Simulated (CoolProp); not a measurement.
Properties of hydrogen chloride along the isobar 0.273 MPa.

Model: reference Helmholtz-energy equation of state, Thol 2018, in CoolProp.

| T (°C) | phase | density (kg/m³) | cp (kJ/(kg K)) | speed of sound (m/s) | Joule-Thomson coefficient (K/MPa) | fugacity coefficient |
|---|---|---|---|---|---|---|
| 7.85 | gas | 4.346 | 0.8374 | 296.0 | 18.16 | 0.9807 |
| 22.55 | gas | 4.117 | 0.8296 | 304.2 | 16.00 | 0.9836 |
| 37.25 | gas | 3.913 | 0.8237 | 312.2 | 14.24 | 0.9859 |
| 51.95 | gas | 3.728 | 0.8192 | 319.9 | 12.80 | 0.9878 |
| 66.65 | gas | 3.561 | 0.8157 | 327.3 | 11.61 | 0.9894 |
| 81.35 | gas | 3.409 | 0.8131 | 334.6 | 10.61 | 0.9907 |
| 96.05 | gas | 3.270 | 0.8112 | 341.7 | 9.768 | 0.9917 |
| 110.75 | gas | 3.142 | 0.8097 | 348.7 | 9.045 | 0.9927 |
| 125.45 | gas | 3.023 | 0.8086 | 355.4 | 8.419 | 0.9935 |
| 140.15 | gas | 2.914 | 0.8078 | 362.1 | 7.870 | 0.9942 |
| 154.85 | gas | 2.812 | 0.8073 | 368.6 | 7.386 | 0.9948 |
| 169.55 | gas | 2.717 | 0.8070 | 374.9 | 6.953 | 0.9953 |
| 184.25 | gas | 2.628 | 0.8070 | 381.2 | 6.564 | 0.9958 |
| 198.95 | gas | 2.545 | 0.8071 | 387.3 | 6.211 | 0.9962 |
| 213.65 | gas | 2.468 | 0.8073 | 393.3 | 5.888 | 0.9966 |
| 228.35 | gas | 2.395 | 0.8078 | 399.2 | 5.592 | 0.9969 |
